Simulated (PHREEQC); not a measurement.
Make-up at 20 °C: 0.0045 mol/kgw HCl and 0.013 mol/kgw NaCl. Closed to the air; pH follows from the charge balance.

Computed with PHREEQC (ion-association model, phreeqc.dat).

```tsv
quantity	before	after
pH	2.40	7.08
SI of Halite (NaCl)	-5.32	-5.44
```

Task: What was changed between the two runs?
(A) diluted 100-fold with water
(B) diluted 5-fold with water
(C) HCl from 0.0045 to 0.00405 mol/kgw
(D) HCl left out

Result: D, HCl left out

No solid was allowed to form.
